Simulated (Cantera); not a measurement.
Input: 1 mol S, 1.6 mol H2, 50 mol N2, at 3348 K and 0.160 bar.

Cantera equilibrium calculation (NASA polynomials, part measured and part estimated; ideal gas, pure solids and liquids). Candidate condensed phases: S; 15 gas species. Equilibrium is a limit: real reactors are often held back by kinetics, nucleation or transport.

Base state: N2 0.925, H 0.0536, S 0.0180, H2 0.00270, N 0.000251, SH 0.000249, S2 0.000130, SN 4.16e-5 (mole fractions); condensed: gas only.

**Question.** What changes in the equilibrium state with this change: H2 from 1.6 to 0.12 mol?

**Answer.** 
| species | before | after |
|---|---|---|
| N2 | 0.925 | 0.976 |
| S | 0.0180 | 0.0192 |
| H | 0.0536 | 0.00462 |
| H2 | 0.00270 | 2.01e-5 |
| SH | 0.000249 | 2.29e-5 |
| S2 | 0.000130 | 0.000148 |

**Question.** What changes in the equilibrium state with this change: S replaced by CS2?

**Answer.** 
```csv
species,before,after
N2,0.925,0.907
H,0.0536,0.0520
S,0.0180,0.0199
CS,0,0.0157
CN,0,0.00153
HCN,0,0.000541
```
Further candidate phases: C, C6H6, C7H8, C8H18.

**Question.** What changes in the equilibrium state with this change: pressure from 0.160 bar to 1.40 mbar?

**Answer.** 
```json
[
 {"species": "N2", "before": "0.925", "after": "0.920"},
 {"species": "H", "before": "0.0536", "after": "0.0589"},
 {"species": "S", "before": "0.0180", "after": "0.0184"},
 {"species": "H2", "before": "0.00270", "after": "2.86e-5"},
 {"species": "S2", "before": "0.000130", "after": "1.19e-6"},
 {"species": "SH", "before": "0.000249", "after": "2.46e-6"},
 {"species": "N", "before": "0.000251", "after": "0.00267"},
 {"species": "SN", "before": "4.16e-5", "after": "3.98e-6"}
]
```
